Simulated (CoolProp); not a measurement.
A single-stage vapour-compression cycle with R1224YDZ: evaporating at 294.15 K (dew point), condensing at 321.15 K (bubble point), superheat 8 K, subcooling 5 K, compressor efficiency 0.75, no pressure losses. Each further row changes one setting.

Model: reference Helmholtz-energy equation of state, Akasaka 2023, in CoolProp.

```csv
case,cooling COP,pressure ratio,discharge temperature (K),refrigerating effect (kJ/kg),volumetric capacity (kJ/m³)
as stated,7.59,2.44,330.4,147,1170
evaporating temperature 299.15 K,9.68,2.04,329.9,151,1420
condensing temperature 316.15 K,9.54,2.10,325.5,153,1220
subcooling 10 K,7.90,2.44,330.4,153,1220
superheat 18 K,7.70,2.44,340.5,155,1190
compressor efficiency 0.65,6.58,2.44,333.7,147,1170
```
